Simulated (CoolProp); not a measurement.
The numbers come from the reference Helmholtz-energy equation of state, Lemmon 2006 in CoolProp. It is a short technical equation, of lower accuracy than the large ones.

Q: Give the vapour pressure (MPa), vapour density (kg/m³), surface tension (mN/m) of saturated C2F6 (R116) at 226 K.

A: 
| T (K) | p (MPa) | vapour density (kg/m³) | surface tension (mN/m) |
|---|---|---|---|
| 226 | 0.414 | 34.6 | 6.96 |

Surface tension comes from a separate correlation (Mulero 2012).
